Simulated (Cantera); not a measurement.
Input: 1 mol Si(CH3)4, 0.031 mol C3H8, 5.7 mol H2, at 10.0 mbar.

These are equilibrium values from Cantera (NASA tables, ideal gas, pure condensed phases), not measurements of a reactor. Candidate condensed phases: C, C6H6, C7H8, C8H18, Si, SiC; 87 gas species. Gases not in the tables: Si2H6 and higher silanes. The numbers say what is thermodynamically allowed, not how fast it happens.

### Question
What share of the Si ends up in condensed phases as a function of T (°C), at 1750, 1800, 1850, 1900, 1950, 2000, 2050, 2100, 2150, 2200, 2250, 2300, 2350?

### Answer
```tsv
T (°C)	Si condensed (%)	as
1750	99.5	SiC(s)
1800	99.0	SiC(s)
1850	97.9	SiC(s)
1900	95.8	SiC(s)
1950	91.7	SiC(s)
2000	84.0	SiC(s)
2050	69.6	SiC(s)
2100	43.0	SiC(s)
2150	0.0	-
2200	0.0	-
2250	0.0	-
2300	0.0	-
2350	0.0	-
```
